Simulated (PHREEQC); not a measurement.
1 kg of water holding 0.23 mol NaCl and 0.022 mol CaCl2 is evaporated at 25 °C; the solids stay in contact with the brine. CO2 from the air is kept out. Only these solids could form: Halite, Portlandite.

The series has 28 steps of water left (kg), from 1 to 0.005012.

Model: Pitzer model, pitzer.dat, run in PHREEQC.

Problem. Which solids form, in which order, and at which step of the series does each first stand?

Solution. Halite from water left = 0.04335 kg.

Species that the database lacks are ignored.
